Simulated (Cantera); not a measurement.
A closed system holds: 1 mol Na2SO4, 1.3 mol H2O, 0.12 mol O2, held at 43.0 Pa.

Method: chemical equilibrium by Gibbs-energy minimisation in Cantera with the NASA 1993 tables (ideal gas, pure condensed phases). Candidate condensed phases: H2O, H2SO4, Na, NaOH, NaO2, Na2O, Na2O2, Na2S, Na2SO4, S; 27 gas species. Equilibrium is a limit: real reactors are often held back by kinetics, nucleation or transport.

Q: At 1273 K, list the 5 most abundant gas species with their mole fractions, and the condensed phases.

A: H2O 0.903, O2 0.0853, NaOH 0.00596, SO2 0.00316, Na2SO4 0.00156. Condensed: Na2SO4(l).
